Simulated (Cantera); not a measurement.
Cantera run, input and output.

```python
import numpy as np
import cantera as ct

gas = ct.Solution("gri30.yaml")
gas.TPX = 475, 1000000, {'CH4': 1, 'CO': 0.12, 'O2': 1.72, 'N2': 7.9}
flame = ct.FreeFlame(gas, width=0.008)
flame.set_refine_criteria(ratio=3, slope=0.08, curve=0.16)
flame.transport_model = "mixture-averaged"
flame.solve(loglevel=0, auto=True)
z, T = flame.grid, flame.T
thick = (T[-1] - T[0]) / np.gradient(T, z).max()
show = ['CH4', 'CO', 'O2', 'C2H2', 'CH3', 'NO']
print(f"laminar burning velocity  {flame.velocity[0] * 100:.3f} cm/s")
print(f"burnt temperature         {T[-1]:.1f} K")
print(f"thermal thickness         {thick * 1e3:.4f} mm")
print(f"grid points               {len(z)}")
z0 = z[flame.heat_release_rate.argmax()]
print(f"{'z/mm':>9s}{'T/K':>9s}{'u/(m/s)':>9s}" + "".join(f"{s:>11s}" for s in show))
rows = []
for k in (-3, -2, -1.5, -1, -0.5, -0.25, 0, 0.25, 0.5, 1, 2, 4, 8):
    zz = z0 + k * thick
    rows.append([k * thick, np.interp(zz, z, T), np.interp(zz, z, flame.velocity),
                 *(np.interp(zz, z, flame.X[gas.species_index(s)]) for s in show)])
    print(f"{rows[-1][0] * 1e3:9.3f}{rows[-1][1]:9.1f}{rows[-1][2]:9.3f}" + "".join(f"{x:11.3e}" for x in rows[-1][3:]))
```

It prints:

```
laminar burning velocity  14.569 cm/s
burnt temperature         2088.5 K
thermal thickness         0.1543 mm
grid points               137
     z/mm      T/K  u/(m/s)        CH4         CO         O2       C2H2        CH3         NO
   -0.463    476.5    0.146  9.283e-02  1.117e-02  1.598e-01  8.949e-08  5.414e-10  4.843e-10
   -0.309    487.9    0.150  9.181e-02  1.132e-02  1.587e-01  1.172e-06  5.228e-09  5.275e-09
   -0.231    523.5    0.162  8.931e-02  1.189e-02  1.558e-01  5.862e-06  2.645e-08  2.741e-08
   -0.154    677.1    0.211  7.967e-02  1.491e-02  1.435e-01  3.691e-05  4.098e-07  2.869e-07
   -0.077   1164.4    0.367  4.944e-02  2.723e-02  9.803e-02  1.998e-04  5.497e-05  5.000e-06
   -0.039   1550.2    0.491  2.483e-02  3.872e-02  5.755e-02  4.122e-04  4.575e-04  1.318e-05
    0.000   1895.0    0.601  5.256e-03  4.726e-02  1.901e-02  6.920e-04  8.631e-04  2.376e-05
    0.039   2031.2    0.643  5.034e-04  4.509e-02  3.598e-03  2.351e-04  1.974e-04  3.942e-05
    0.077   2061.8    0.651  6.016e-05  4.197e-02  6.998e-04  4.853e-05  2.669e-05  5.005e-05
    0.154   2077.0    0.655  3.719e-06  4.026e-02  7.546e-05  5.358e-06  1.385e-06  5.755e-05
    0.309   2084.6    0.657  3.136e-07  4.001e-02  1.236e-05  5.889e-07  7.640e-08  6.096e-05
    0.617   2087.7    0.658  4.675e-08  4.004e-02  3.203e-06  7.588e-08  7.021e-09  6.211e-05
    1.234   2088.4    0.658  5.657e-09  4.006e-02  1.795e-06  7.350e-09  6.914e-10  6.227e-05
```

Detailed kinetics in Cantera: GRI-Mech 3.0 (53 species, 325 reactions). Burning velocities carry a grid error of a few per cent, more on coarse grids.
